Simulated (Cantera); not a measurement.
Input: 1 mol B₂O₃, 2.6 mol HCl, 0.12 mol O₂, held at 1198.15 K and 4.60e-5 bar.

These are equilibrium values from Cantera (NASA tables, ideal gas, pure condensed phases), not measurements of a reactor. Candidate condensed phases: B, B₂O₃, B₃O₃H₃, H₂O; 33 gas species. The tables' values for BOCl are old estimates; treat these amounts as uncertain. Kinetics and transport are ignored.

Base state: HCl 0.882, Cl 0.0470, O₂ 0.0292, H₂O 0.0199, HBO₂ 0.0168, Cl₂ 0.00473, B₂O₃ 0.000188, BOCl 7.62e-5 (mole fractions); condensed: B₂O₃(l).

Question: What changes in the equilibrium state with this change: B₂O₃ replaced by CaO?

Answer: 
```tsv
species	before	after
HCl	0.882	0.695
H₂O	0.0199	0.129
CaCl₂	0	0.120
HBO₂	0.0168	0
Cl	0.0470	0.0157
O₂	0.0292	0.0398
B₂O₃	0.000188	0
BOCl	7.62e-5	0
BO₂	1.04e-5	0
B₂O₃(l), mol	0.976	0
CaO(s), mol	0	0.671
```
Condensed phases not in the tables: oxide chlorides. Further candidate phases: Ca, CaCl₂, CaO, Ca(OH)₂.
